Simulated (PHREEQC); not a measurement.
0.073 g of hydrous ferric oxide (600 m²/g; 0.2 weak and 0.005 strong sites per Fe, Dzombak-Morel constants, diffuse double layer) in 1 kg of water with 0.01 mol/kgw of an inert sodium salt and 0.0076 mmol/kgw ZnSO4, at 25 °C; the pH is set by adding NaOH or the inert anion's acid. O2 is buffered at 0.21 atm. No CO2 enters from the air. No solid was allowed to form.

Equilibrium calculation in PHREEQC: ion-association model, wateq4f.dat.

Task: Predict Zn sorbed (%), surface charge σ (C/m²), surface potential ψ (mV) at pH = 6, 8.5, 9, 11, 12.

Result: 
```csv
pH,Zn sorbed (%),surface charge σ (C/m²),surface potential ψ (mV)
6,18.5,0.045,106
8.5,99.8,-0.004,-17
9,99.9,-0.011,-44
11,99.6,-0.092,-139
12,91.9,-0.215,-165
```
